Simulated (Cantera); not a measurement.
Ignition delay

Mixture: CH4 : O2 : N2 = 1 : 1 : 7.7 (molar parts), equivalence ratio 2.0, at 6750 Torr, adiabatic and at constant pressure. Ignition delay is the time to a rise of 400 K.

Detailed kinetics in Cantera: GRI-Mech 3.0 (53 species, 325 reactions).

```json
[
 {"T0 (K)": "1300", "delay (ms)": "4.88"},
 {"T0 (K)": "1400", "delay (ms)": "1.66"},
 {"T0 (K)": "1500", "delay (ms)": "0.588"},
 {"T0 (K)": "1600", "delay (ms)": "0.218"},
 {"T0 (K)": "1700", "delay (ms)": "0.0867"},
 {"T0 (K)": "1800", "delay (ms)": "0.0380"},
 {"T0 (K)": "1900", "delay (ms)": "0.0185"}
]
```

| Property | Result |
|---|---|
| apparent activation energy between 1700 and 1900 K | 210 kJ/mol |
